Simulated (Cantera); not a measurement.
**Premixed flame**

A freely propagating, adiabatic, planar premixed flame of H2 : O2 : N2 = 1 : 0.385 : 1.65 (molar parts), equivalence ratio 1.3, unburnt at 525 K and 0.454 atm; multicomponent transport, grid criteria slope 0.08 and curve 0.16, no radiation.

Detailed kinetics in Cantera: the H2/O2 subset of GRI-Mech 3.0, which has no nitrogen chemistry. Burning velocities carry a grid error of a few per cent, more on coarse grids.

```json
[
 {"z (mm)": "-3.73", "T (K)": "525", "u (m/s)": "5.57", "x H2": "0.329", "x O2": "0.127", "x H2O2": "<1e-8", "x OH": "<1e-8", "x O": "<1e-8", "x HO2": "<1e-8"},
 {"z (mm)": "-2.49", "T (K)": "525", "u (m/s)": "5.57", "x H2": "0.329", "x O2": "0.127", "x H2O2": "<1e-8", "x OH": "<1e-8", "x O": "<1e-8", "x HO2": "<1e-8"},
 {"z (mm)": "-1.87", "T (K)": "525", "u (m/s)": "5.57", "x H2": "0.329", "x O2": "0.127", "x H2O2": "<1e-8", "x OH": "<1e-8", "x O": "<1e-8", "x HO2": "<1e-8"},
 {"z (mm)": "-1.24", "T (K)": "525", "u (m/s)": "5.57", "x H2": "0.329", "x O2": "0.127", "x H2O2": "<1e-8", "x OH": "<1e-8", "x O": "<1e-8", "x HO2": "1.03e-7"},
 {"z (mm)": "-0.622", "T (K)": "533", "u (m/s)": "5.64", "x H2": "0.328", "x O2": "0.127", "x H2O2": "1.98e-6", "x OH": "2.58e-5", "x O": "4.13e-6", "x HO2": "0.000126"},
 {"z (mm)": "-0.311", "T (K)": "709", "u (m/s)": "7.40", "x H2": "0.304", "x O2": "0.122", "x H2O2": "1.01e-5", "x OH": "0.000577", "x O": "0.000189", "x HO2": "0.000110"},
 {"z (mm)": "0", "T (K)": "1140", "u (m/s)": "11.5", "x H2": "0.191", "x O2": "0.0831", "x H2O2": "1.65e-6", "x OH": "0.00252", "x O": "0.00456", "x HO2": "4.00e-5"},
 {"z (mm)": "0.311", "T (K)": "1445", "u (m/s)": "14.4", "x H2": "0.0908", "x O2": "0.0250", "x H2O2": "1.48e-6", "x OH": "0.00694", "x O": "0.00865", "x HO2": "1.11e-5"},
 {"z (mm)": "0.622", "T (K)": "1575", "u (m/s)": "15.5", "x H2": "0.0763", "x O2": "0.0131", "x H2O2": "1.05e-6", "x OH": "0.00901", "x O": "0.00825", "x HO2": "5.32e-6"},
 {"z (mm)": "1.24", "T (K)": "1711", "u (m/s)": "16.7", "x H2": "0.0782", "x O2": "0.00990", "x H2O2": "6.14e-7", "x OH": "0.0107", "x O": "0.00722", "x HO2": "3.52e-6"},
 {"z (mm)": "2.49", "T (K)": "1857", "u (m/s)": "18.0", "x H2": "0.0812", "x O2": "0.00758", "x H2O2": "3.21e-7", "x OH": "0.0117", "x O": "0.00567", "x HO2": "2.39e-6"},
 {"z (mm)": "4.97", "T (K)": "1999", "u (m/s)": "19.1", "x H2": "0.0829", "x O2": "0.00528", "x H2O2": "1.70e-7", "x OH": "0.0117", "x O": "0.00395", "x HO2": "1.54e-6"},
 {"z (mm)": "9.95", "T (K)": "2127", "u (m/s)": "20.2", "x H2": "0.0835", "x O2": "0.00322", "x H2O2": "9.52e-8", "x OH": "0.0105", "x O": "0.00236", "x HO2": "9.26e-7"}
]
```
x: mole fraction of selected species; z is measured from the peak of heat release.

The laminar burning velocity comes out as 557 cm/s, the thermal thickness is 1.24 mm and the peak x(H2O2) is 1.08e-5. The peak x(OH) comes out as 0.0119, the peak x(O) is 0.00866 and the peak x(HO2) is 0.000176.
